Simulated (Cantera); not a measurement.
An isothermal, constant-pressure homogeneous reactor starts with H2 : O2 = 0.007 : 1 (molar parts), at 1200 K and 1.35 Torr. Integrator tolerance rtol = 1e-08.

Cantera simulation using GRI-Mech 3.0 (53 species, 325 reactions); the numbers are that mechanism's predictions, not measurements. Radical loss at walls, strong at low pressure, is not modelled.

### Question
What does this change do: O2 1 to 7 parts?

### Answer
```json
[
 {"quantity": "x(H2) at 2.00 s", "before": "1.86e-5 (gas-phase equilibrium 2.11e-9)", "after": "4.54e-7 (gas-phase equilibrium 3.01e-10)"},
 {"quantity": "x(O2) at 2.00 s", "before": "0.987 (gas-phase equilibrium 0.993)", "after": "0.998 (gas-phase equilibrium 0.999)"},
 {"quantity": "x(HO2) at 2.00 s", "before": "8.40e-8 (gas-phase equilibrium 2.34e-9)", "after": "1.37e-8 (gas-phase equilibrium 8.89e-10)"},
 {"quantity": "x(H2O) at 2.00 s", "before": "0.00658 (gas-phase equilibrium 0.00697)", "after": "0.000954 (gas-phase equilibrium 0.000998)"},
 {"quantity": "x(H) at 2.00 s", "before": "0.000186 (gas-phase equilibrium 2.15e-10)", "after": "4.92e-6 (gas-phase equilibrium 8.13e-11)"},
 {"quantity": "x(O) at 2.00 s", "before": "0.00547 (gas-phase equilibrium 5.92e-7)", "after": "0.000930 (gas-phase equilibrium 5.94e-7)"},
 {"quantity": "x(H2O2) at 2.00 s", "before": "1.78e-9 (gas-phase equilibrium 7.06e-12)", "after": "2.31e-10 (gas-phase equilibrium 1.01e-12)"}
]
```

### Question
What does this change do: temperature 1200 to 1450 K?

### Answer
```tsv
quantity	before	after
x(H2) at 2.00 s	1.86e-5 (gas-phase equilibrium 2.11e-9)	1.81e-5 (gas-phase equilibrium 1.56e-7)
x(O2) at 2.00 s	0.987 (gas-phase equilibrium 0.993)	0.987 (gas-phase equilibrium 0.993)
x(HO2) at 2.00 s	8.40e-8 (gas-phase equilibrium 2.34e-9)	3.30e-8 (gas-phase equilibrium 2.33e-8)
x(H2O) at 2.00 s	0.00658 (gas-phase equilibrium 0.00697)	0.00637 (gas-phase equilibrium 0.00693)
x(H) at 2.00 s	0.000186 (gas-phase equilibrium 2.15e-10)	0.000120 (gas-phase equilibrium 8.87e-8)
x(O) at 2.00 s	0.00547 (gas-phase equilibrium 5.92e-7)	0.00594 (gas-phase equilibrium 4.75e-5)
x(H2O2) at 2.00 s	1.78e-9 (gas-phase equilibrium 7.06e-12)	7.21e-10 (gas-phase equilibrium 4.51e-11)
```

### Question
What does this change do: pressure from 1.35 Torr to 7.50 Torr?

### Answer
```
quantity                                              before                                     after
-----------------  -----------------------------------------  ----------------------------------------
x(H2) at 2.00 s      1.86e-5 (gas-phase equilibrium 2.11e-9)  2.01e-6 (gas-phase equilibrium 8.95e-10)
x(O2) at 2.00 s          0.987 (gas-phase equilibrium 0.993)       0.992 (gas-phase equilibrium 0.993)
x(HO2) at 2.00 s     8.40e-8 (gas-phase equilibrium 2.34e-9)   1.40e-7 (gas-phase equilibrium 3.59e-9)
x(H2O) at 2.00 s     0.00658 (gas-phase equilibrium 0.00697)   0.00688 (gas-phase equilibrium 0.00697)
x(H) at 2.00 s     0.000186 (gas-phase equilibrium 2.15e-10)  6.18e-6 (gas-phase equilibrium 5.94e-11)
x(O) at 2.00 s       0.00547 (gas-phase equilibrium 5.92e-7)  0.000559 (gas-phase equilibrium 2.51e-7)
x(H2O2) at 2.00 s   1.78e-9 (gas-phase equilibrium 7.06e-12)  5.76e-9 (gas-phase equilibrium 1.66e-11)
```
